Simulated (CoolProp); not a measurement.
A single-stage vapour-compression cycle with n-perfluoropentane: evaporating at 303.15 K (dew point), condensing at 360.15 K (bubble point), superheat 0 K, subcooling 5 K, compressor efficiency 0.65, no pressure losses. Each further row changes one setting.

Values from CoolProp's reference Helmholtz-energy equation of state, Gao 2022.

```tsv
case	cooling COP	pressure ratio	discharge temperature (K)	refrigerating effect (kJ/kg)	volumetric capacity (kJ/m³)
as stated	[?]	5.46	360.1	32.5	410
evaporating temperature 308.15 K	2.20	4.57	360.1	[?]	[?]
condensing temperature 355.15 K	2.23	4.82	355.1	38.4	483
subcooling 10 K	2.11	5.46	360.1	38.4	483
superheat 10 K	2.01	5.46	360.1	[?]	495
compressor efficiency 0.55	1.52	5.46	360.1	32.5	410
```

Question: Complete the blanks.

Answer: 
- as stated, cooling COP: 1.79
- evaporating temperature 308.15 K, refrigerating effect (kJ/kg): 36.3
- evaporating temperature 308.15 K, volumetric capacity (kJ/m³): 543
- superheat 10 K, refrigerating effect (kJ/kg): 40.9

The compression ends wet for: as stated; evaporating temperature 308.15 K; condensing temperature 355.15 K; subcooling 10 K; superheat 10 K; compressor efficiency 0.55.
